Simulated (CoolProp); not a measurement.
Properties of carbon dioxide along the isotherm 753.8 K.

The numbers come from the reference Helmholtz-energy equation of state, Span 1996 in CoolProp.

| p (kPa) | phase | isothermal compressibility (1/MPa) | viscosity (µPa s) | conductivity (mW/(m K)) |
|---|---|---|---|---|
| 4610 | gas | 0.2161 | 33.8 | 54.2 |
| 9220 | supercritical | 0.1073 | 34.3 | 55.4 |
| 13800 | supercritical | 0.07098 | 34.9 | 56.4 |
| 18400 | supercritical | 0.05255 | 35.5 | 57.5 |
| 23100 | supercritical | 0.04118 | 36.2 | 58.7 |
| 27700 | supercritical | 0.03370 | 37.0 | 59.9 |
| 32300 | supercritical | 0.02828 | 37.8 | 61.2 |
| 36900 | supercritical | 0.02418 | 38.7 | 62.7 |
| 41500 | supercritical | 0.02096 | 39.7 | 64.2 |
| 46100 | supercritical | 0.01837 | 40.8 | 65.8 |
| 50700 | supercritical | 0.01625 | 41.9 | 67.4 |
| 55300 | supercritical | 0.01449 | 43.1 | 69.1 |
| 59900 | supercritical | 0.01301 | 44.3 | 70.7 |
| 64600 | supercritical | 0.01173 | 45.6 | 72.4 |
| 69200 | supercritical | 0.01066 | 46.9 | 74.0 |
| 73800 | supercritical | 0.009736 | 48.2 | 75.7 |

Viscosity comes from a separate model (Laesecke 2017). Thermal conductivity comes from a separate model (Huber 2016).
